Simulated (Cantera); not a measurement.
# NH₃ + SO₂ + H₂ (abatement and gas-phase synthesis)

Input: 1 mol NH₃, 0.8 mol SO₂, 5.7 mol H₂, equilibrated at 0.0133 bar.

Method: chemical equilibrium by Gibbs-energy minimisation in Cantera with the NASA 1993 tables (ideal gas, pure condensed phases). Candidate condensed phases: H₂O, H₂SO₄, S; 35 gas species. Rates play no part.

From 2323 K to 2848 K nothing is condensed.

```json
[
 {"T (K)": "2323", "x H₂": "0.638", "x H": "0.0754", "x H₂O": "0.147", "x N₂": "0.0578", "x S": "0.0204", "x SO": "0.0219", "x OH": "0.00289", "x O": "0.000232", "x S₂": "0.0143", "x SH": "0.0126"},
 {"T (K)": "2398", "x H₂": "0.614", "x H": "0.107", "x H₂O": "0.138", "x N₂": "0.0565", "x S": "0.0247", "x SO": "0.0248", "x OH": "0.00440", "x O": "0.000514", "x S₂": "0.0104", "x SH": "0.0119"},
 {"T (K)": "2473", "x H₂": "0.581", "x H": "0.147", "x H₂O": "0.128", "x N₂": "0.0550", "x S": "0.0285", "x SO": "0.0270", "x OH": "0.00652", "x O": "0.00109", "x S₂": "0.00708", "x SH": "0.0107"},
 {"T (K)": "2548", "x H₂": "0.540", "x H": "0.197", "x H₂O": "0.117", "x N₂": "0.0531", "x S": "0.0314", "x SO": "0.0282", "x OH": "0.00935", "x O": "0.00222", "x S₂": "0.00460", "x SH": "0.00923"},
 {"T (K)": "2623", "x H₂": "0.492", "x H": "0.256", "x H₂O": "0.105", "x N₂": "0.0509", "x S": "0.0334", "x SO": "0.0285", "x OH": "0.0129", "x O": "0.00434", "x S₂": "0.00289", "x SH": "0.00770"},
 {"T (K)": "2698", "x H₂": "0.436", "x H": "0.323", "x H₂O": "0.0905", "x N₂": "0.0484", "x S": "0.0347", "x SO": "0.0278", "x OH": "0.0171", "x O": "0.00806", "x S₂": "0.00178", "x SH": "0.00626"},
 {"T (K)": "2773", "x H₂": "0.376", "x H": "0.395", "x H₂O": "0.0739", "x N₂": "0.0456", "x S": "0.0355", "x SO": "0.0261", "x OH": "0.0213", "x O": "0.0141", "x S₂": "0.00111", "x SH": "0.00500"},
 {"T (K)": "2848", "x H₂": "0.314", "x H": "0.469", "x H₂O": "0.0560", "x N₂": "0.0426", "x S": "0.0364", "x SO": "0.0236", "x OH": "0.0245", "x O": "0.0228", "x S₂": "0.000705", "x SH": "0.00396"}
]
```
x: gas mole fraction; nothing condenses.
